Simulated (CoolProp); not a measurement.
Vapour-liquid equilibrium of R125 (1) + isobutane (2) at 33.25 °C; x and y are mole fractions of (1).

Computed with CoolProp (multi-fluid Helmholtz-energy mixture model, Lemmon 2005 and Bücker 2006; pair parameters Bell 2016).

### Question
Give the bubble pressure and the first vapour's composition at x = 0.05, 0.2, 0.35. Is there an azeotrope?

### Answer
x = 0.05: 611.4 kPa, y = 0.277; x = 0.2: 1006 kPa, y = 0.578; x = 0.35: 1262 kPa, y = 0.684. No azeotrope shows between x = 0.05 and 0.95.

The pair parameters rest on a limited set of measurements; away from them the model extrapolates.
